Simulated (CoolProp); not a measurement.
Vapour-liquid equilibrium of dimethyl ether (1) + n-hexane (2) at 59.05 °C; x and y are mole fractions of (1).

The numbers come from the multi-fluid Helmholtz-energy mixture model, Wu 2011 and Thol 2019; pair parameters Bell 2016 in CoolProp.

Q: Give the bubble pressure and the first vapour's composition at x = 0.05, 0.55, 0.75. Is there an azeotrope?

A: x = 0.05: 151.5 kPa, y = 0.519; x = 0.55: 832.6 kPa, y = 0.939; x = 0.75: 1068 kPa, y = 0.967. No azeotrope shows between x = 0.05 and 0.95.

The pair parameters rest on a limited set of measurements; away from them the model extrapolates. The gap from Raoult's law changes sign with composition, which may be real or a fault of the pair parameters; it wasn't checked against measurements.
